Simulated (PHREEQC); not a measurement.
0.011 g of hydrous ferric oxide (600 m²/g; 0.2 weak and 0.005 strong sites per Fe, Dzombak-Morel constants, diffuse double layer) in 1 kg of water with 0.01 mol/kgw of an inert sodium salt and 2.7e-06 mol SrCl2 and 5.1e-06 mol Ag2SO4, at 25 °C; the pH is set by adding NaOH or the inert anion's acid. Oxygen alone is held at its pressure in air (log pO2 = -0.68). CO2 from the air is kept out. No solid was allowed to form.

Model: ion-association model, wateq4f.dat, run in PHREEQC.

| pH | Sr sorbed (%) | S sorbed (%) | Ag sorbed (%) |
|---|---|---|---|
| 4 | 0.0 | 93.6 | 0.0 |
| 4.5 | 0.0 | 84.7 | 0.0 |
| 5 | 0.0 | 67.1 | 0.0 |
| 5.5 | 0.0 | 43.0 | 0.2 |
| 6 | 0.0 | 19.8 | 0.7 |
| 6.5 | 0.0 | ___ | ___ |
| 7 | 0.0 | ___ | 3.5 |
| 7.5 | 0.1 | 0.1 | 5.1 |
| 8 | 0.2 | 0.0 | 6.4 |
| 8.5 | ___ | 0.0 | 8.2 |
| 9 | ___ | 0.0 | 12.9 |
| 9.5 | 15.5 | 0.0 | 23.8 |
| 10 | 48.2 | 0.0 | ___ |
| 10.5 | 80.0 | 0.0 | 61.5 |
| 11 | ___ | 0.0 | 76.7 |
| 11.5 | 98.1 | 0.0 | 84.1 |
| 12 | 99.0 | 0.0 | 80.6 |

### Question
Fill in the missing entries.

### Answer

- 6.5, S sorbed (%): 5.4
- 6.5, Ag sorbed (%): 1.8
- 7, S sorbed (%): 0.9
- 8.5, Sr sorbed (%): 0.7
- 9, Sr sorbed (%): 3.1
- 10, Ag sorbed (%): 41.8
- 11, Sr sorbed (%): 94.0

Species that the database lacks are ignored.
